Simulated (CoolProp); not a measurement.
Decamethyltetrasiloxane (MD2M) along the isobar 0.182 MPa: density (kg/m³) from the reference equation and from simpler models built on Tc = 599.4 K, pc = 1.144 MPa, ω = 0.635; each cubic takes its own stable root.

Model: reference Helmholtz-energy equation of state, Thol 2017, in CoolProp.

| T (K) | phase | reference | van der Waals | Redlich-Kwong | Soave-Redlich-Kwong | Peng-Robinson |
|---|---|---|---|---|---|---|
| 293.9 | liquid | 853.1 | 471.0 | 699.0 | 737.9 | [?] |
| 313.3 | liquid | [?] | 462.5 | 685.1 | 727.3 | 816.4 |
| 332.7 | liquid | 814.5 | 453.6 | 670.3 | 715.8 | 804.2 |
| 352.1 | liquid | 795.0 | 444.2 | 654.6 | 703.2 | 790.9 |
| 371.5 | liquid | 775.3 | 434.3 | 637.9 | 689.4 | 776.2 |
| 390.8 | liquid | 755.3 | 423.7 | 620.2 | 674.4 | 760.0 |
| 410.2 | liquid | 734.5 | 19.06 | 601.0 | 657.7 | 742.1 |
| 429.6 | liquid | 713.0 | 17.89 | 580.3 | 639.2 | 722.0 |
| 449 | liquid | 690.4 | 16.88 | 557.7 | 618.5 | 699.4 |
| 468.4 | liquid | 666.5 | 15.99 | 16.50 | 595.2 | 673.8 |
| 487.8 | liquid | 640.6 | 15.21 | 15.59 | 568.4 | 644.1 |
| 507.2 | gas | 14.94 | 14.50 | 14.79 | 15.09 | 15.20 |
| 526.6 | gas | 14.16 | 13.86 | 14.09 | [?] | 14.39 |
| 546 | gas | 13.49 | 13.29 | 13.46 | 13.58 | 13.68 |
| 565.4 | gas | 12.89 | 12.76 | 12.89 | 12.96 | 13.05 |
| 584.8 | gas | 12.35 | 12.27 | 12.38 | 12.40 | 12.48 |

Fill in the missing entries.


- 293.9, Peng-Robinson: 827.5
- 313.3, reference: 833.8
- 526.6, Soave-Redlich-Kwong: 14.28

At some of these states van der Waals, Redlich-Kwong gives the other phase, because its saturation line lies elsewhere.
